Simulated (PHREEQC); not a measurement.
Solution (20 °C): 0.0014 mol/kgw CuSO4, 0.2 mol/kgw HNO3 and 0.0026 mol/kgw H3BO3. Closed to the air; pH follows from the charge balance.

Computed with PHREEQC (ion-association model, wateq4f.dat).

### Question
The ionic strength comes out as 0.203 mol/kgw. What activity coefficients do H+, HSO4-, SO4-2, Cu+2, NO3- get?

### Answer
H+ 0.80, HSO4- 0.73, SO4-2 0.29, Cu+2 0.33, NO3- 0.70.

Precipitation was switched off in this run.
